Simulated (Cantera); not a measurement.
Cantera run, input and output.

```python
import numpy as np
import cantera as ct

gas = ct.Solution("gri30.yaml")
gas.TPX = 550, 46000, {'C3H8': 1, 'O2': 8.47, 'N2': 31.9, 'H2O': 7.7}
inlet = ct.Reservoir(gas, clone=True)
gas.equilibrate("HP")  # start burning
reactor = ct.IdealGasConstPressureReactor(gas, energy="on", clone=False)
exhaust = ct.Reservoir(gas, clone=True)
tau = [0.48, 0.11, 0.027, 0.0065, 0.0015, 0.00037, 8.8e-05, 2.1e-05, 5e-06][0]
for a, b in ((inlet, reactor), (reactor, exhaust)):
    ct.MassFlowController(a, b, mdot=lambda t: reactor.mass / tau)
net = ct.ReactorNet([reactor])
show = ['C3H8', 'O2', 'H2O', 'CH2O', 'N2O', 'NO']

rows = []
print(f"{'tau/s':>10s}{'T/K':>9s}" + "".join(f"{s:>11s}" for s in show))
for tau in [0.48, 0.11, 0.027, 0.0065, 0.0015, 0.00037, 8.8e-05, 2.1e-05, 5e-06]:
    net.initial_time = 0.0
    net.advance(30 * tau)
    before = gas.X
    net.advance(40 * tau)
    drift = np.max(np.abs(gas.X - before) / (gas.X + 1e-9))
    rows.append([gas.T, *gas[show].X, drift])
    print(f"{tau:10.3e}{gas.T:9.1f}" + "".join(f"{x:11.3e}" for x in gas[show].X))
```

Output:

```
     tau/s      T/K       C3H8         O2        H2O       CH2O        N2O         NO
 4.800e-01   1655.2  5.774e-07  6.916e-02  2.329e-01  3.201e-07  2.061e-07  4.256e-06
 1.100e-01   1648.4  1.655e-06  6.921e-02  2.323e-01  9.325e-07  2.847e-07  3.574e-06
 2.700e-02   1634.4  4.250e-06  6.949e-02  2.312e-01  2.611e-06  2.682e-07  2.903e-06
 6.500e-03   1603.9  1.094e-05  7.043e-02  2.291e-01  7.621e-06  2.017e-07  2.609e-06
 1.500e-03   1538.1  3.337e-05  7.346e-02  2.255e-01  2.542e-05  1.374e-07  2.199e-06
 3.700e-04    550.0  2.038e-02  1.726e-01  1.569e-01 -3.657e-18 -1.318e-22 -1.320e-21
 8.800e-05    550.0  2.038e-02  1.726e-01  1.569e-01 -2.807e-21 -1.012e-25 -1.013e-24
 2.100e-05    550.0  2.038e-02  1.726e-01  1.569e-01 -1.773e-22 -6.390e-27 -6.397e-26
 5.000e-06    550.0  2.038e-02  1.726e-01  1.569e-01 -1.120e-23 -4.036e-28 -4.041e-27
```

Computed with Cantera and GRI-Mech 3.0 (53 species, 325 reactions). GRI-Mech 3.0 was tuned for natural gas; its chemistry of propane as a main component is partial and can be far from experiment.
